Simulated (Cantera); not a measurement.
What does this Cantera script print?

```python
import numpy as np
import cantera as ct

gas_names = """
    Ca CaF CaF2 CaO Ca2 F FO FO2 F2 F2O O O2 O3
""".split()
cond_names = """
    Ca(a) Ca(b) Ca(L) CaF2(a) CaF2(b) CaF2(L) CaO(s) CaO(L)
""".split()


def load(file, names, dense=False):
    # The tables refer to 1 bar. Condensed volumes are neglected.
    table = {s.name: s for s in ct.Species.list_from_file(file)}
    out = []
    for n in names:
        d = dict(table[n].input_data)
        d["thermo"] = dict(d["thermo"], **{"reference-pressure": 1e5})
        if dense:
            d["equation-of-state"] = {"model": "constant-volume", "density": "1e6 g/cm^3"}
        out.append(ct.Species.from_dict(d))
    return out


gas = ct.Solution(thermo="ideal-gas", species=load("nasa_gas.yaml", gas_names))
cond = {s.name: ct.Solution(thermo="fixed-stoichiometry", species=[s], name=s.name)
        for s in load("nasa_condensed.yaml", cond_names, dense=True)}
atoms = {
    'CaO': {'Ca': 1, 'O': 1},
    'F2': {'F': 2},
    'O2': {'O': 2},
}
top_T = {}  # K; cautious upper limits of use, not melting points


def equilibrate(T, P, feed):
    n = {}
    for name, mol in feed.items():
        for a, k in atoms[name].items():
            n[a] = n.get(a, 0.0) + k * mol
    gas.TPX = T, P, n
    mass = sum(n.values()) * gas.mean_molecular_weight
    gas.equilibrate("TP")
    valid = [c for c in cond.values() if c.min_temp <= T <= top_T.get(c.name, c.max_temp)]
    mix = ct.Mixture([(gas, mass / gas.mean_molecular_weight)] + [(c, 0.0) for c in valid])
    mix.T, mix.P = T, P
    mix.equilibrate("TP", solver="vcs", rtol=1e-11, max_steps=5000)
    return mix


results = []
feed = {'CaO': 1, 'F2': 5.4, 'O2': 0.18}  # mol
T = 1575  # K
P = 13332.2  # Pa
mix = equilibrate(T, P, feed)
results.append((T, P, feed, dict(zip(mix.species_names, mix.species_moles))))
print(gas.report(threshold=0.001))
for i in range(1, mix.n_phases):
    print(f"{mix.phase(i).name:16s} {mix.phase_moles(i):12.5e} mol")
```

Output:

```
       temperature   1575 K
          pressure   13332 Pa
           density   0.020459 kg/m^3
  mean mol. weight   20.095 kg/kmol
   phase of matter   gas

                          1 kg             1 kmol
                     ---------------   ---------------
          enthalpy        5.0619e+06        1.0172e+08  J
   internal energy        4.4103e+06        8.8625e+07  J
           entropy             10924        2.1951e+05  J/K
    Gibbs function       -1.2143e+07       -2.4401e+08  J
 heat capacity c_p            1108.9             22283  J/K
 heat capacity c_v             695.1             13968  J/K

                      mass frac. Y      mole frac. X     chem. pot. / RT
                     ---------------   ---------------   ---------------
                 F           0.86941           0.91959           -17.388
                F2           0.01515         0.0080121           -34.777
                O2           0.11509          0.072278           -32.586
     [  +10 minor]        0.00035413        0.00011484

Ca(L)             0.00000e+00 mol
CaF2(b)           9.99303e-01 mol
CaO(s)            0.00000e+00 mol
```

Equilibrium computed with Cantera from the NASA thermochemical tables; the gas is ideal and each condensed phase is pure.
